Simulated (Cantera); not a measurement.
A diamond (100) surface in a fixed gas of H2 with x(CH4) = 0.019, x(CH3) = 9.9e-05, at 1148 K, 13.5 Torr; coverages are run to steady state.

Detailed kinetics in Cantera: the Harris–Goodwin 1993 mechanism for the reconstructed diamond (100) surface.

One state of this run: growth (µm/h) = 0.447; θ c6HH = 0.477; θ c6H* = 0.0327; θ c6*H = 0.465; θ c6** = 0.0227; θ c6HM = 0.00168. θ: site fractions in the mechanism's names (c6HH fully hydrogenated, c6H* and c6*H radical sites, c6** diradical, c6HM methylated).

Question: Which value of x(H) does it belong to?
A) 0.039
B) 0.019
C) 0.0042
D) 0.00021

Answer: C, 0.0042
